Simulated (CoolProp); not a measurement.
Properties of R125 along the isobar 10.4 MPa.

Computed with CoolProp (reference Helmholtz-energy equation of state, Lemmon 2005).

```json
[
 {"T (°C)": "61.25", "phase": "liquid", "cp (kJ/(kg K))": "1.361", "speed of sound (m/s)": "325.1", "isothermal compressibility (1/MPa)": "0.01328", "expansivity (1/kK)": "4.669", "fugacity coefficient": "0.2866"},
 {"T (°C)": "72.45", "phase": "supercritical", "cp (kJ/(kg K))": "1.413", "speed of sound (m/s)": "288.9", "isothermal compressibility (1/MPa)": "0.01815", "expansivity (1/kK)": "5.408", "fugacity coefficient": "0.3349"},
 {"T (°C)": "83.65", "phase": "supercritical", "cp (kJ/(kg K))": "1.472", "speed of sound (m/s)": "255.2", "isothermal compressibility (1/MPa)": "0.02543", "expansivity (1/kK)": "6.342", "fugacity coefficient": "0.3844"},
 {"T (°C)": "94.75", "phase": "supercritical", "cp (kJ/(kg K))": "1.533", "speed of sound (m/s)": "225.4", "isothermal compressibility (1/MPa)": "0.03604", "expansivity (1/kK)": "7.442", "fugacity coefficient": "0.4335"},
 {"T (°C)": "105.95", "phase": "supercritical", "cp (kJ/(kg K))": "1.585", "speed of sound (m/s)": "200.5", "isothermal compressibility (1/MPa)": "0.05074", "expansivity (1/kK)": "8.570", "fugacity coefficient": "0.4819"},
 {"T (°C)": "117.15", "phase": "supercritical", "cp (kJ/(kg K))": "1.609", "speed of sound (m/s)": "182.1", "isothermal compressibility (1/MPa)": "0.06820", "expansivity (1/kK)": "9.392", "fugacity coefficient": "0.5281"},
 {"T (°C)": "128.35", "phase": "supercritical", "cp (kJ/(kg K))": "1.591", "speed of sound (m/s)": "170.5", "isothermal compressibility (1/MPa)": "0.08472", "expansivity (1/kK)": "9.577", "fugacity coefficient": "0.5712"},
 {"T (°C)": "139.45", "phase": "supercritical", "cp (kJ/(kg K))": "1.541", "speed of sound (m/s)": "164.9", "isothermal compressibility (1/MPa)": "0.09646", "expansivity (1/kK)": "9.116", "fugacity coefficient": "0.6105"},
 {"T (°C)": "150.65", "phase": "supercritical", "cp (kJ/(kg K))": "1.478", "speed of sound (m/s)": "163.4", "isothermal compressibility (1/MPa)": "0.1030", "expansivity (1/kK)": "8.294", "fugacity coefficient": "0.6467"},
 {"T (°C)": "161.85", "phase": "supercritical", "cp (kJ/(kg K))": "1.419", "speed of sound (m/s)": "164.6", "isothermal compressibility (1/MPa)": "0.1057", "expansivity (1/kK)": "7.405", "fugacity coefficient": "0.6795"},
 {"T (°C)": "172.95", "phase": "supercritical", "cp (kJ/(kg K))": "1.371", "speed of sound (m/s)": "167.1", "isothermal compressibility (1/MPa)": "0.1062", "expansivity (1/kK)": "6.598", "fugacity coefficient": "0.7091"},
 {"T (°C)": "184.15", "phase": "supercritical", "cp (kJ/(kg K))": "1.332", "speed of sound (m/s)": "170.3", "isothermal compressibility (1/MPa)": "0.1058", "expansivity (1/kK)": "5.897", "fugacity coefficient": "0.7362"}
]
```
